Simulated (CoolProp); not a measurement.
Saturated liquid density (kg/m³) of decamethylcyclopentasiloxane (D5): the reference equation beside estimates from Tc = 618.3 K, pc = 1.078 MPa, ω = 0.631. Rackett uses Z = 0.29056 − 0.08775 ω.

Values from CoolProp's reference Helmholtz-energy equation of state, Thol 2019.

```json
[
 {"T (K)": "486.8", "reference": "739.5", "Rackett": "837.6", "van der Waals": "406.6", "Redlich-Kwong": "576.9", "Peng-Robinson": "727.6"},
 {"T (K)": "490.8", "reference": "(withheld)", "Rackett": "830.8", "van der Waals": "403.6", "Redlich-Kwong": "(withheld)", "Peng-Robinson": "721.4"},
 {"T (K)": "494.8", "reference": "728.6", "Rackett": "823.9", "van der Waals": "400.5", "Redlich-Kwong": "565.8", "Peng-Robinson": "715.1"},
 {"T (K)": "498.7", "reference": "723.2", "Rackett": "817.0", "van der Waals": "397.4", "Redlich-Kwong": "560.3", "Peng-Robinson": "(withheld)"},
 {"T (K)": "502.7", "reference": "717.5", "Rackett": "809.9", "van der Waals": "394.2", "Redlich-Kwong": "554.5", "Peng-Robinson": "702.1"},
 {"T (K)": "506.7", "reference": "711.8", "Rackett": "802.7", "van der Waals": "390.9", "Redlich-Kwong": "548.6", "Peng-Robinson": "695.2"},
 {"T (K)": "510.6", "reference": "706.0", "Rackett": "795.5", "van der Waals": "387.6", "Redlich-Kwong": "542.7", "Peng-Robinson": "688.3"},
 {"T (K)": "514.6", "reference": "700.1", "Rackett": "788.0", "van der Waals": "384.2", "Redlich-Kwong": "536.6", "Peng-Robinson": "681.0"},
 {"T (K)": "518.5", "reference": "694.1", "Rackett": "780.6", "van der Waals": "380.9", "Redlich-Kwong": "530.5", "Peng-Robinson": "673.7"},
 {"T (K)": "522.5", "reference": "687.9", "Rackett": "772.8", "van der Waals": "377.3", "Redlich-Kwong": "524.1", "Peng-Robinson": "666.0"},
 {"T (K)": "526.5", "reference": "681.5", "Rackett": "764.9", "van der Waals": "373.7", "Redlich-Kwong": "517.6", "Peng-Robinson": "658.0"},
 {"T (K)": "530.4", "reference": "675.2", "Rackett": "757.1", "van der Waals": "370.1", "Redlich-Kwong": "511.1", "Peng-Robinson": "650.0"},
 {"T (K)": "534.4", "reference": "668.5", "Rackett": "748.8", "van der Waals": "366.3", "Redlich-Kwong": "504.3", "Peng-Robinson": "641.5"},
 {"T (K)": "538.3", "reference": "661.8", "Rackett": "740.6", "van der Waals": "362.5", "Redlich-Kwong": "497.5", "Peng-Robinson": "632.9"},
 {"T (K)": "542.3", "reference": "654.8", "Rackett": "731.9", "van der Waals": "358.5", "Redlich-Kwong": "490.3", "Peng-Robinson": "623.8"}
]
```

Problem. Fill in the missing entries.

Solution. 
- 490.8, reference: 734.1
- 490.8, Redlich-Kwong: 571.4
- 498.7, Peng-Robinson: 708.8

Absolute difference from the reference over all 15 rows, mean and median: Rackett 12.5 and 12.6 %, van der Waals 45.1 and 45.1 %, Redlich-Kwong 23.4 and 23.4 %, Peng-Robinson 2.9 and 2.7 %.
